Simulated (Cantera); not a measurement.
Charge: 1 mol SiH4, a varied amount of C3H8, 1.5 mol H2, at 2150 K and 10.0 mbar.

Equilibrium computed with Cantera from the NASA thermochemical tables; the gas is ideal and each condensed phase is pure. Candidate condensed phases: C, C6H6, C7H8, C8H18, Si, SiC; 87 gas species. Mutual solubility and eutectic melting of coexisting phases are not modelled. Gases not in the tables: Si2H6 and higher silanes. Equilibrium is a limit: real reactors are often held back by kinetics, nucleation or transport.

Problem. Which condensed phases are stable at each of these points (n(C3H8) (mol)): 0.11, 0.22, 0.32, 0.42, 0.52, 0.62, 0.72, 0.83, 0.93?

Solution. 
```csv
n(C3H8) (mol),condensed phases,Si condensed (%)
0.11,Si(l) + SiC(s),88.9
0.22,Si(l) + SiC(s),87.7
0.32,SiC(s),95.6
0.42,C(graphite) + SiC(s),98.6
0.52,C(graphite) + SiC(s),98.5
0.62,C(graphite) + SiC(s),98.4
0.72,C(graphite) + SiC(s),98.3
0.83,C(graphite) + SiC(s),98.2
0.93,C(graphite) + SiC(s),98.1
```

From 0.11 mol C3H8 to 0.22 mol C3H8 the condensed part is Si(l) + SiC(s). At 0.32 mol C3H8 the condensed part is SiC(s). From 0.42 mol C3H8 to 0.93 mol C3H8 the condensed part is C(graphite) + SiC(s).
